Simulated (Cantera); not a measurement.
A freely propagating, adiabatic, planar premixed flame of CH4 : C2H6 : O2 : N2 = 1 : 0.24 : 3.42 : 12.9 (molar parts), unburnt at 473 K and 120000 Pa; multicomponent+Soret transport, grid criteria slope 0.08 and curve 0.16, no radiation.

Cantera simulation using GRI-Mech 3.0 (53 species, 325 reactions); the numbers are that mechanism's predictions, not measurements. Burning velocities carry a grid error of a few per cent, more on coarse grids.

x: mole fraction of selected species; z is measured from the peak of heat release.

```
z (mm)        T (K)  u (m/s)       x CH4      x C2H6        x O2       x CO2       x H2O    x NO2
-------  ----------  -------  ----------  ----------  ----------  ----------  ----------  -------
-1.04           473    0.663      0.0569      0.0137       0.195     2.28e-7     2.53e-5    <1e-8
-0.695          475    0.666      0.0567      0.0137       0.194     5.18e-6    0.000295    <1e-8
-0.522          482    0.677      0.0561      0.0136       0.194     3.64e-5     0.00129    <1e-8
-0.348          535    0.753      0.0531      0.0135       0.191    0.000415     0.00739  7.42e-8
-0.174          884     1.26      0.0391     0.00996       0.162     0.00536      0.0419  1.98e-7
-0.0869        1266     1.82      0.0235     0.00442       0.124      0.0139      0.0789  5.79e-8
0        (withheld)     2.38  (withheld)  (withheld)  (withheld)  (withheld)  (withheld)    <1e-8
0.0869         1800     2.61    0.000432     6.06e-7      0.0557      0.0432       0.133    <1e-8
0.174          1856     2.68  (withheld)       <1e-8  (withheld)  (withheld)       0.136    <1e-8
0.348          1925     2.76     3.47e-8       <1e-8      0.0424      0.0644       0.137    <1e-8
0.695          2005     2.86       <1e-8       <1e-8      0.0390      0.0706       0.141    <1e-8
1.39           2079     2.96       <1e-8       <1e-8      0.0365      0.0748       0.145  1.11e-8
2.78           2131     3.02       <1e-8       <1e-8      0.0347      0.0783       0.149  1.92e-8
```

**Question.** Some entries are withheld; supply them.

**Answer.** 
- 0, T (K): 1643
- 0, x CH4: 0.00618
- 0, x C2H6: 0.000272
- 0, x O2: 0.0803
- 0, x CO2: 0.0279
- 0, x H2O: 0.117
- 0.174, x CH4: 1.48e-5
- 0.174, x O2: 0.0475
- 0.174, x CO2: 0.0541
